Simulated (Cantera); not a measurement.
A perfectly stirred reactor is fed with H2 : O2 : N2 = 1 : 0.581 : 2.19 (molar parts), equivalence ratio 0.86, at 5.53 atm; it is adiabatic with a 475 K inlet, and is followed from long to short residence time, starting on the burning branch (τ in s: 0.22, 0.1, 0.047, 0.022, 0.01, 0.0049, 0.0023, 0.0011, 0.0005, 0.00023, 0.00011, 5.2e-05).

Model: the H2/O2 subset of GRI-Mech 3.0, which has no nitrogen chemistry, integrated in Cantera. The hydrogen kinetics of GRI-Mech 3.0 are dated; newer H2 mechanisms differ, most at raised pressure.

Question: What does this change do: pressure from 5.53 atm to 1.88 atm?

Answer: 
```tsv
quantity	before	after
blow-out, bracketed by the residence times tried	burning at 52.0 µs, the shortest tried	burning at 52.0 µs, the shortest tried
x(H2) at τ = 0.220 s	0.00288	0.00442
x(O2) at τ = 0.220 s	0.0242	0.0245
x(H2O) at τ = 0.220 s	0.298	0.295
x(O) at τ = 0.220 s	0.000565	0.000883
x(H2O2) at τ = 0.220 s	6.14e-7	3.40e-7
x(H2) at τ = 2.30 ms	0.00381	0.00815
x(O2) at τ = 2.30 ms	0.0245	0.0256
x(H2O) at τ = 2.30 ms	0.297	0.289
x(O) at τ = 2.30 ms	0.000702	0.00163
x(H2O2) at τ = 2.30 ms	6.51e-7	3.68e-7
```

Question: What does this change do: H2 1 to 1.5 parts?

Answer: 
| quantity | before | after |
|---|---|---|
| blow-out, bracketed by the residence times tried | burning at 52.0 µs, the shortest tried | burning at 52.0 µs, the shortest tried |
| x(H2) at τ = 0.220 s | 0.00288 | 0.0911 |
| x(O2) at τ = 0.220 s | 0.0242 | 6.13e-5 |
| x(H2O) at τ = 0.220 s | 0.298 | 0.312 |
| x(O) at τ = 0.220 s | 0.000565 | 4.21e-5 |
| x(H2O2) at τ = 0.220 s | 6.14e-7 | 3.84e-8 |
| x(H2) at τ = 2.30 ms | 0.00381 | 0.0911 |
| x(O2) at τ = 2.30 ms | 0.0245 | 0.000267 |
| x(H2O) at τ = 2.30 ms | 0.297 | 0.310 |
| x(O) at τ = 2.30 ms | 0.000702 | 0.000104 |
| x(H2O2) at τ = 2.30 ms | 6.51e-7 | 9.78e-8 |
